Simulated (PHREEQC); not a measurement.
Make-up at 25 °C: 0.0012 mol/kgw LiOH, 0.00021 mol/kgw K2SiO3 and 7.2e-05 mol/kgw (CH3)4NCl. Closed to the air; pH follows from the charge balance.

Model: ion-association model, phreeqc.dat, run in PHREEQC.

Each row changes one thing in this solution. This is a speciation only: nothing precipitates in the calculation.

```json
[
 {"case": "as made", "pH": "11.13", "ionic strength (mol/kgw)": "0.00169", "H3SiO4- (mol/kgw)": "0.000198", "H4SiO4 (mol/kgw)": "9.60e-6", "H2SiO4-2 (mol/kgw)": "2.06e-6", "SI of Quartz (SiO2)": "-1.04"},
 {"case": "5.3e-05 mol/kgw NaOH added", "pH": "11.14", "ionic strength (mol/kgw)": "0.00175", "H3SiO4- (mol/kgw)": "0.000199", "H4SiO4 (mol/kgw)": "9.27e-6", "H2SiO4-2 (mol/kgw)": "2.15e-6", "SI of Quartz (SiO2)": "-1.05"},
 {"case": "diluted 100-fold with water", "pH": "___", "ionic strength (mol/kgw)": "1.69e-5", "H3SiO4- (mol/kgw)": "3.93e-7", "H4SiO4 (mol/kgw)": "1.71e-6", "H2SiO4-2 (mol/kgw)": "4.22e-11", "SI of Quartz (SiO2)": "-1.79"},
 {"case": "temperature from 25 to 10 °C", "pH": "___", "ionic strength (mol/kgw)": "0.00169", "H3SiO4- (mol/kgw)": "0.000202", "H4SiO4 (mol/kgw)": "5.09e-6", "H2SiO4-2 (mol/kgw)": "2.48e-6", "SI of Quartz (SiO2)": "-1.08"},
 {"case": "(CH3)4NCl from 7.2e-05 to 0.000108 mol/kgw", "pH": "11.13", "ionic strength (mol/kgw)": "___", "H3SiO4- (mol/kgw)": "0.000198", "H4SiO4 (mol/kgw)": "9.60e-6", "H2SiO4-2 (mol/kgw)": "2.07e-6", "SI of Quartz (SiO2)": "-1.04"}
]
```

Problem. Fill in the missing entries.

Solution. 
- diluted 100-fold with water, pH: 9.19
- temperature from 25 to 10 °C, pH: 11.66
- (CH3)4NCl from 7.2e-05 to 0.000108 mol/kgw, ionic strength (mol/kgw): 0.00173

(CH3)4N+ isn't in the database: it is added as a free cation with an ion size of 4 Å. At this temperature some constants are extrapolated from 25 °C, and those without enthalpy data are left unchanged.
